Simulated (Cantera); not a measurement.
A freely propagating, adiabatic, planar premixed flame of H₂ : O₂ : N₂ = 1 : 0.704 : 2.65 (molar parts), unburnt at 700 K and 0.345 atm; mixture-averaged transport, grid criteria slope 0.08 and curve 0.16, no radiation.

Model: the H2/O2 subset of GRI-Mech 3.0, which has no nitrogen chemistry, integrated in Cantera. Burning velocities carry a grid error of a few per cent, more on coarse grids.

### Question
What does this change do: inlet temperature 700 to 473 K?

### Answer
```json
[
 {"quantity": "laminar burning velocity", "before": "772 cm/s", "after": "330 cm/s"},
 {"quantity": "thermal thickness", "before": "1.99 mm", "after": "1.59 mm"},
 {"quantity": "peak x(HO₂)", "before": "9.15e-5", "after": "0.000185"},
 {"quantity": "peak x(H)", "before": "0.0533", "after": "0.0383"},
 {"quantity": "peak x(H₂O₂)", "before": "2.71e-6", "after": "1.89e-5"},
 {"quantity": "peak x(O)", "before": "0.0185", "after": "0.0139"}
]
```
